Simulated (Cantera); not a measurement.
## Thermodynamics of silicon epitaxy and polysilicon growth, feed Si3H8 + H2

Charge: 1 mol Si3H8, 5.3 mol H2, held at 473 Torr.

Method: chemical equilibrium by Gibbs-energy minimisation in Cantera with the NASA 1993 tables (ideal gas, pure condensed phases). Candidate condensed phases: Si; 9 gas species. The feed counts by its element totals alone. Gases not in the tables: Si2H6 and higher silanes. Rates play no part.

From 800 °C to 1400 °C the condensed part is Si(s). At 1450 °C the condensed part is Si(l). The main Si-bearing gas is SiH4 at 800 °C and SiH2 at 1450 °C.

```tsv
T (°C)	x H2	x H	x SiH2	x SiH	x Si	n Si(s)	n Si(l)
800	1.00	1.76e-8	6.77e-10	<1e-12	<1e-12	3.00	0
850	1.00	5.37e-8	2.26e-9	2.06e-12	<1e-12	3.00	0
900	1.000	1.49e-7	6.81e-9	1.12e-11	<1e-12	3.00	0
950	1.000	3.79e-7	1.87e-8	5.26e-11	5.11e-12	3.00	0
1000	1.000	8.98e-7	4.76e-8	2.19e-10	2.86e-11	3.00	0
1050	1.000	2.00e-6	1.13e-7	8.20e-10	1.41e-10	3.00	0
1100	1.000	4.20e-6	2.51e-7	2.78e-9	6.16e-10	3.00	0
1150	1.000	8.37e-6	5.26e-7	8.63e-9	2.42e-9	3.00	0
1200	1.000	1.59e-5	1.05e-6	2.48e-8	8.69e-9	3.00	0
1250	1.000	2.91e-5	2.01e-6	6.64e-8	2.86e-8	3.00	0
1300	1.000	5.12e-5	3.67e-6	1.67e-7	8.73e-8	3.00	0
1350	1.000	8.71e-5	6.47e-6	3.95e-7	2.48e-7	3.00	0
1400	1.000	0.000143	1.10e-5	8.90e-7	6.63e-7	3.00	0
1450	1.000	0.000230	1.70e-5	1.78e-6	1.56e-6	0	3.00
```
x: gas mole fraction; n: condensed amount in mol.
